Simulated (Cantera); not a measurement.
A Cantera script and what it prints.

```python
import numpy as np
import cantera as ct

gas_names = """
    H HNO HNO2 HNO3 HO2 H2 H2O H2O2 N NH NH2 NH3 NH2OH NO NO2 NO3 N2 N2H2 N2H4 N2O O OH O2 O3 Si SiH
    SiH2 SiH3 SiH4 SiN SiO SiO2 Si2 Si2N Si3
""".split()
cond_names = """
    H2O(s) H2O(L) Si(cr) Si(L) SiO2(Lqz) SiO2(hqz) SiO2(L) Si2N2O(s) Si3N4(a)
""".split()


def load(file, names, dense=False):
    # The tables refer to 1 bar. Condensed volumes are neglected.
    table = {s.name: s for s in ct.Species.list_from_file(file)}
    out = []
    for n in names:
        d = dict(table[n].input_data)
        d["thermo"] = dict(d["thermo"], **{"reference-pressure": 1e5})
        if dense:
            d["equation-of-state"] = {"model": "constant-volume", "density": "1e6 g/cm^3"}
        out.append(ct.Species.from_dict(d))
    return out


gas = ct.Solution(thermo="ideal-gas", species=load("nasa_gas.yaml", gas_names))
cond = {s.name: ct.Solution(thermo="fixed-stoichiometry", species=[s], name=s.name)
        for s in load("nasa_condensed.yaml", cond_names, dense=True)}
atoms = {
    'SiH4': {'Si': 1, 'H': 4},
    'O3': {'O': 3},
    'N2': {'N': 2},
}
top_T = {'Si2N2O(s)': 2100, 'Si3N4(a)': 2400}  # K; cautious upper limits of use, not melting points


def equilibrate(T, P, feed):
    n = {}
    for name, mol in feed.items():
        for a, k in atoms[name].items():
            n[a] = n.get(a, 0.0) + k * mol
    gas.TPX = T, P, n
    mass = sum(n.values()) * gas.mean_molecular_weight
    gas.equilibrate("TP")
    valid = [c for c in cond.values() if c.min_temp <= T <= top_T.get(c.name, c.max_temp)]
    mix = ct.Mixture([(gas, mass / gas.mean_molecular_weight)] + [(c, 0.0) for c in valid])
    mix.T, mix.P = T, P
    mix.equilibrate("TP", solver="vcs", rtol=1e-11, max_steps=5000)
    return mix


results = []
T = 900  # K
P = 1333.22  # Pa
for m in [0.16, 0.22, 0.3, 0.4, 0.54, 0.73, 0.99, 1.3, 1.8, 2.4, 3.3, 4.4, 6]:
    feed = {'SiH4': 1, 'O3': m, 'N2': 1.4}  # mol
    mix = equilibrate(T, P, feed)
    results.append((T, P, feed, dict(zip(mix.species_names, mix.species_moles))))
    x = sorted(zip(gas.X, gas.species_names), reverse=True)
    print(f"T = {T:g} K  P = {P:g} Pa  n(O3) = {m:g} mol  gas = {mix.phase_moles(0):.4g} mol")
    print("   x: " + "  ".join(f"{s} {v:.3e}" for v, s in x if v > 1e-05))
    print("   condensed (mol): " + ("  ".join(f"{mix.phase(i).name} {mix.phase_moles(i):.4g}"
          for i in range(1, mix.n_phases) if mix.phase_moles(i) > 1e-12) or "none"))
```

Output:

```
T = 900 K  P = 1333.22 Pa  n(O3) = 0.16 mol  gas = 2.893 mol
   x: H2 6.912e-01  N2 3.088e-01
   condensed (mol): Si2N2O(s) 0.48  Si3N4(a) 0.01333
T = 900 K  P = 1333.22 Pa  n(O3) = 0.22 mol  gas = 2.953 mol
   x: H2 6.772e-01  N2 3.228e-01
   condensed (mol): SiO2(hqz) 0.1066  Si2N2O(s) 0.4467
T = 900 K  P = 1333.22 Pa  n(O3) = 0.3 mol  gas = 3.033 mol
   x: H2 6.593e-01  N2 3.407e-01
   condensed (mol): SiO2(hqz) 0.2666  Si2N2O(s) 0.3667
T = 900 K  P = 1333.22 Pa  n(O3) = 0.4 mol  gas = 3.133 mol
   x: H2 6.383e-01  N2 3.617e-01
   condensed (mol): SiO2(hqz) 0.4666  Si2N2O(s) 0.2667
T = 900 K  P = 1333.22 Pa  n(O3) = 0.54 mol  gas = 3.273 mol
   x: H2 6.110e-01  N2 3.890e-01
   condensed (mol): SiO2(hqz) 0.7466  Si2N2O(s) 0.1267
T = 900 K  P = 1333.22 Pa  n(O3) = 0.73 mol  gas = 3.4 mol
   x: H2 5.323e-01  N2 4.118e-01  H2O 5.588e-02
   condensed (mol): SiO2(hqz) 1
T = 900 K  P = 1333.22 Pa  n(O3) = 0.99 mol  gas = 3.4 mol
   x: N2 4.118e-01  H2 3.029e-01  H2O 2.853e-01
   condensed (mol): SiO2(hqz) 1
T = 900 K  P = 1333.22 Pa  n(O3) = 1.3 mol  gas = 3.4 mol
   x: H2O 5.588e-01  N2 4.118e-01  H2 2.941e-02
   condensed (mol): SiO2(hqz) 1
T = 900 K  P = 1333.22 Pa  n(O3) = 1.8 mol  gas = 4.1 mol
   x: H2O 4.878e-01  N2 3.415e-01  O2 1.707e-01
   condensed (mol): SiO2(hqz) 1
T = 900 K  P = 1333.22 Pa  n(O3) = 2.4 mol  gas = 5 mol
   x: H2O 4.000e-01  O2 3.200e-01  N2 2.800e-01
   condensed (mol): SiO2(hqz) 1
T = 900 K  P = 1333.22 Pa  n(O3) = 3.3 mol  gas = 6.35 mol
   x: O2 4.646e-01  H2O 3.150e-01  N2 2.205e-01
   condensed (mol): SiO2(hqz) 1
T = 900 K  P = 1333.22 Pa  n(O3) = 4.4 mol  gas = 8 mol
   x: O2 5.750e-01  H2O 2.500e-01  N2 1.750e-01
   condensed (mol): SiO2(hqz) 1
T = 900 K  P = 1333.22 Pa  n(O3) = 6 mol  gas = 10.4 mol
   x: O2 6.731e-01  H2O 1.923e-01  N2 1.346e-01
   condensed (mol): SiO2(hqz) 1
```

Method: chemical equilibrium by Gibbs-energy minimisation in Cantera with the NASA 1993 tables (ideal gas, pure condensed phases). N2 is the only nitrogen source here; it is nearly inert below about 1500 K, so the nitride shown seldom forms there in practice.
